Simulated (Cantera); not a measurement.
# Hydrocarbon pyrolysis for carbon deposition

An isothermal, constant-pressure homogeneous reactor starts with 7.69 % C₂H₄, 92.3 % H₂, at 1225 K and 645 Torr.

Computed with Cantera and GRI-Mech 3.0 (53 species, 325 reactions). GRI-Mech 3.0 was tuned for natural gas; its chemistry of ethylene as a main component is partial and can be far from experiment. GRI-Mech 3.0 stops at C3 and has no aromatics, soot or wall deposition, so with more carbon than oxygen in the feed, carbon stays in small species such as C2H2 where larger ones or solid carbon would form.

```
t (s)     x C₂H₄   x H₂    x C₂H₂     x CH₄     x C₂H    x C₂H₆     x CH₂
--------  ------  -----  --------  --------  --------  --------  --------
0.000400  0.0769  0.923   9.49e-7  2.56e-11    <1e-12   4.03e-8    <1e-12
0.000900  0.0769  0.923   2.16e-6  2.98e-10    <1e-12   2.07e-7    <1e-12
0.00203   0.0769  0.923   4.97e-6   3.58e-9    <1e-12   1.11e-6    <1e-12
0.00456   0.0769  0.923   1.21e-5   5.19e-8    <1e-12   7.62e-6    <1e-12
0.0103    0.0767  0.923   4.88e-5   2.65e-6    <1e-12  0.000134    <1e-12
0.0231    0.0729  0.923  0.000811  0.000724    <1e-12   0.00305  2.56e-12
0.0520    0.0650  0.919   0.00343   0.00712  4.69e-12   0.00534  6.34e-12
0.117     0.0562  0.912   0.00641    0.0205  8.00e-12   0.00467  8.80e-12
0.263     0.0465  0.901   0.00754    0.0406  8.05e-12   0.00382  1.04e-11
0.592     0.0364  0.887   0.00642    0.0668  5.51e-12   0.00296  1.01e-11
1.33      0.0260  0.872   0.00459    0.0955  2.99e-12   0.00208  8.03e-12
3.00      0.0163  0.857   0.00288     0.122  1.35e-12   0.00128  5.23e-12
```
x: mole fraction; the columns are a selection and need not sum to one.

Equilibrium at this temperature and pressure: C₂H₄ 0.000364, H₂ 0.834, C₂H₂ 6.18e-5, CH₄ 0.166, C₂H <1e-12, C₂H₆ 2.95e-5, CH₂ <1e-12 (gas phase only).
